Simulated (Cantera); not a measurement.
A Cantera script and what it prints.

```python
import numpy as np
import cantera as ct

gas_names = """
    CL CLO CL2 Cs CsCL CsO Cs2 Cs2CL2 Cs2O N NO NO2 NO3 N2 N2O O O2 O3
""".split()
cond_names = """
    Cs(cr) Cs(L) CsCL(a) CsCL(b) CsCL(L)
""".split()


# ... load() reads the species with a 1 bar reference pressure and builds the phases ...
atoms = {
    'CsCl': {'Cs': 1, 'CL': 1},
    'O2': {'O': 2},
    'N2': {'N': 2},
}
top_T = {}  # K; cautious upper limits of use, not melting points


# ... equilibrate(T, P, feed) seeds the gas with the atoms and calls Mixture.equilibrate('TP', solver="vcs", rtol=1e-11, max_steps=5000) ...
results = []
feed = {'CsCl': 1, 'O2': 0.11, 'N2': 48}  # mol
T = 1525  # K
P = 2.6  # Pa
mix = equilibrate(T, P, feed)
results.append((T, P, feed, dict(zip(mix.species_names, mix.species_moles))))
print(gas.report(threshold=1e-05))
for i in range(1, mix.n_phases):
    print(f"{mix.phase(i).name:16s} {mix.phase_moles(i):12.5e} mol")
```

It prints:

```
       temperature   1525 K
          pressure   2.6 Pa
           density   6.3308e-06 kg/m^3
  mean mol. weight   30.874 kg/kmol
   phase of matter   gas

                          1 kg             1 kmol
                     ---------------   ---------------
          enthalpy        1.1209e+06        3.4607e+07  J
   internal energy        7.1024e+05        2.1928e+07  J
           entropy             10778        3.3274e+05  J/K
    Gibbs function       -1.5315e+07       -4.7283e+08  J
 heat capacity c_p              1131             34919  J/K
 heat capacity c_v            861.71             26605  J/K

                      mass frac. Y      mole frac. X     chem. pot. / RT
                     ---------------   ---------------   ---------------
                CL        0.00021788        0.00018975           -31.662
                Cs        0.00081681        0.00018975           -36.281
              CsCL           0.10998          0.020168           -67.943
                NO        0.00015063        0.00015499           -40.593
                N2            0.8866           0.97711           -36.644
                 O        2.6603e-05        5.1338e-05           -22.272
                O2          0.002214         0.0021362           -44.543
     [  +11 minor]         1.117e-07        1.6924e-08

Cs(L)             0.00000e+00 mol
CsCL(L)           0.00000e+00 mol
```

Equilibrium computed with Cantera from the NASA thermochemical tables; the gas is ideal and each condensed phase is pure.
